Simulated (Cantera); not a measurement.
Input: 1 mol PbO, 61 mol H2, equilibrated at 1000 K and 1.00 bar.

These are equilibrium values from Cantera (NASA tables, ideal gas, pure condensed phases), not measurements of a reactor. Candidate condensed phases: H2O, Pb, PbO, PbO2, Pb3O4; 12 gas species. Rates play no part.

Base state: H2 0.984, H2O 0.0164, Pb 1.62e-5 (mole fractions); condensed: Pb(l).

What changes in the equilibrium state with this change: PbO replaced by Hg?


```json
[
 {"species": "H2", "before": "0.984", "after": "0.984"},
 {"species": "Hg", "before": "0", "after": "0.0161"},
 {"species": "H2O", "before": "0.0164", "after": "0"},
 {"species": "Pb", "before": "1.62e-5", "after": "0"},
 {"species": "Pb(l), mol", "before": "0.999", "after": "0"}
]
```
Further candidate phases: Hg.
